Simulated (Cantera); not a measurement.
Input (Python, Cantera) and output of one run.

```python
import numpy as np
import cantera as ct

gas_names = """
    CL CL2 N N2 Si SiCL SiCL2 SiCL3 SiCL4 SiN Si2 Si2N Si3
""".split()
cond_names = """
    Si(cr) Si(L) Si3N4(a)
""".split()


def load(file, names, dense=False):
    # The tables refer to 1 bar. Condensed volumes are neglected.
    table = {s.name: s for s in ct.Species.list_from_file(file)}
    out = []
    for n in names:
        d = dict(table[n].input_data)
        d["thermo"] = dict(d["thermo"], **{"reference-pressure": 1e5})
        if dense:
            d["equation-of-state"] = {"model": "constant-volume", "density": "1e6 g/cm^3"}
        out.append(ct.Species.from_dict(d))
    return out


gas = ct.Solution(thermo="ideal-gas", species=load("nasa_gas.yaml", gas_names))
cond = {s.name: ct.Solution(thermo="fixed-stoichiometry", species=[s], name=s.name)
        for s in load("nasa_condensed.yaml", cond_names, dense=True)}
atoms = {
    'SiCl4': {'Si': 1, 'CL': 4},
    'N2': {'N': 2},
}
top_T = {'Si3N4(a)': 2400}  # K; cautious upper limits of use, not melting points


def equilibrate(T, P, feed):
    n = {}
    for name, mol in feed.items():
        for a, k in atoms[name].items():
            n[a] = n.get(a, 0.0) + k * mol
    gas.TPX = T, P, n
    mass = sum(n.values()) * gas.mean_molecular_weight
    gas.equilibrate("TP")
    valid = [c for c in cond.values() if c.min_temp <= T <= top_T.get(c.name, c.max_temp)]
    mix = ct.Mixture([(gas, mass / gas.mean_molecular_weight)] + [(c, 0.0) for c in valid])
    mix.T, mix.P = T, P
    mix.equilibrate("TP", solver="vcs", rtol=1e-11, max_steps=5000)
    return mix


results = []
T = 2098  # K
P = 33  # Pa
for m in [1.1, 1.6, 2.3, 3.2, 4.5, 6.3, 8.9, 13, 18, 25, 35, 50, 70]:
    feed = {'SiCl4': 1, 'N2': m}  # mol
    mix = equilibrate(T, P, feed)
    results.append((T, P, feed, dict(zip(mix.species_names, mix.species_moles))))
    x = sorted(zip(gas.X, gas.species_names), reverse=True)
    print(f"T = {T:g} K  P = {P:g} Pa  n(N2) = {m:g} mol  gas = {mix.phase_moles(0):.4g} mol")
    print("   x: " + "  ".join(f"{s} {v:.3e}" for v, s in x if v > 0.0001))
    print("   condensed (mol): " + ("  ".join(f"{mix.phase(i).name} {mix.phase_moles(i):.4g}"
          for i in range(1, mix.n_phases) if mix.phase_moles(i) > 1e-12) or "none"))
```

Result:

```
T = 2098 K  P = 33 Pa  n(N2) = 1.1 mol  gas = 4.126 mol
   x: CL 4.910e-01  N2 2.666e-01  SiCL2 2.330e-01  SiCL 3.757e-03  Si 2.772e-03  SiCL3 2.759e-03
   condensed (mol): none
T = 2098 K  P = 33 Pa  n(N2) = 1.6 mol  gas = 4.635 mol
   x: CL 4.390e-01  N2 3.452e-01  SiCL2 2.067e-01  SiCL 3.728e-03  Si 3.076e-03  SiCL3 2.188e-03
   condensed (mol): none
T = 2098 K  P = 33 Pa  n(N2) = 2.3 mol  gas = 5.348 mol
   x: N2 4.301e-01  CL 3.829e-01  SiCL2 1.782e-01  SiCL 3.684e-03  Si 3.485e-03  SiCL3 1.645e-03
   condensed (mol): none
T = 2098 K  P = 33 Pa  n(N2) = 3.2 mol  gas = 6.265 mol
   x: N2 5.108e-01  CL 3.296e-01  SiCL2 1.508e-01  Si 3.982e-03  SiCL 3.623e-03  SiCL3 1.198e-03
   condensed (mol): none
T = 2098 K  P = 33 Pa  n(N2) = 4.5 mol  gas = 7.591 mol
   x: N2 5.928e-01  CL 2.754e-01  SiCL2 1.227e-01  Si 4.640e-03  SiCL 3.528e-03  SiCL3 8.151e-04
   condensed (mol): none
T = 2098 K  P = 33 Pa  n(N2) = 6.3 mol  gas = 9.43 mol
   x: N2 6.681e-01  CL 2.258e-01  SiCL2 9.667e-02  Si 5.436e-03  SiCL 3.390e-03  SiCL3 5.264e-04
   condensed (mol): none
T = 2098 K  P = 33 Pa  n(N2) = 8.9 mol  gas = 12.09 mol
   x: N2 7.362e-01  CL 1.811e-01  SiCL2 7.282e-02  Si 6.370e-03  SiCL 3.184e-03  SiCL3 3.179e-04
   condensed (mol): none
T = 2098 K  P = 33 Pa  n(N2) = 13 mol  gas = 16.29 mol
   x: N2 7.982e-01  CL 1.404e-01  SiCL2 5.092e-02  Si 7.411e-03  SiCL 2.872e-03  SiCL3 1.723e-04
   condensed (mol): none
T = 2098 K  P = 33 Pa  n(N2) = 18 mol  gas = 21.4 mol
   x: N2 8.410e-01  CL 1.123e-01  SiCL2 3.589e-02  Si 8.167e-03  SiCL 2.531e-03
   condensed (mol): none
T = 2098 K  P = 33 Pa  n(N2) = 25 mol  gas = 28.55 mol
   x: N2 8.755e-01  CL 8.949e-02  SiCL2 2.415e-02  Si 8.648e-03  SiCL 2.137e-03
   condensed (mol): none
T = 2098 K  P = 33 Pa  n(N2) = 35 mol  gas = 38.74 mol
   x: N2 9.033e-01  CL 7.085e-02  SiCL2 1.530e-02  Si 8.739e-03  SiCL 1.709e-03
   condensed (mol): none
T = 2098 K  P = 33 Pa  n(N2) = 50 mol  gas = 53.97 mol
   x: N2 9.264e-01  CL 5.510e-02  SiCL2 8.849e-03  Si 8.359e-03  SiCL 1.272e-03
   condensed (mol): none
T = 2098 K  P = 33 Pa  n(N2) = 70 mol  gas = 74.2 mol
   x: N2 9.434e-01  CL 4.313e-02  Si 7.603e-03  SiCL2 4.931e-03  SiCL 9.053e-04
   condensed (mol): none
```

These are equilibrium values from Cantera (NASA tables, ideal gas, pure condensed phases), not measurements of a reactor. The tables' values for SiCl, SiCl3, SiN are old estimates; treat these amounts as uncertain.
